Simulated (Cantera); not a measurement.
A closed system holds: 1 mol MgCO3, 3.2 mol CO2, equilibrated at 848 K and 570000 Pa.

Method: chemical equilibrium by Gibbs-energy minimisation in Cantera with the NASA 1993 tables (ideal gas, pure condensed phases). Candidate condensed phases: C, Mg, MgCO3, MgO; 15 gas species. Kinetics and transport are ignored.

What is the equilibrium state?


```
Quantity                                   Result
--------------------------------------  ---------
x(CO2)                                       1.00
n(MgO(s))                                1.00 mol
gas amount                              4.200 mol
log10 activity of MgCO3(s) (absent)         -1.01
log10 activity of C(graphite) (absent)     -15.34
log10 activity of Mg(s) (absent)           -27.27
```
